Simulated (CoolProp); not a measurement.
Vapour-liquid equilibrium of ethanol (1) + p-xylene (2) at 141.45 °C; x and y are mole fractions of (1).

Computed with CoolProp (multi-fluid Helmholtz-energy mixture model, Schroeder 2014 and Zhou 2012; pair parameters Bell 2016).

```
x     bubble pressure, mixture model (bar)  bubble pressure, Raoult's law (bar)  y, mixture model  y, Raoult's law
----  ------------------------------------  -----------------------------------  ----------------  ---------------
0.05                                 2.391                                1.439             0.540            0.273
0.15                                 3.987                                2.116             0.731            0.558
0.25                                 4.820                                2.792             0.784            0.704
0.35                                 5.299                                3.468             0.810            0.794
0.45                                 5.644                                4.145             0.829            0.854
0.55                                 5.964                                4.821             0.848            0.897
0.65                                 6.311                                5.498             0.871            0.930
0.75                                 6.703                                6.174             0.900            0.955
0.85                                 7.141                                6.851             0.935            0.976
0.95                                 7.618                                7.527             0.977            0.993
```

The largest gap from Raoult's law is +88.4 % in bubble pressure, at x = 0.15. No azeotrope shows between x = 0.05 and 0.95.

The pair parameters rest on a limited set of measurements; away from them the model extrapolates. With so large a gap from Raoult's law the liquid may split in two, which this calculation doesn't test in full.
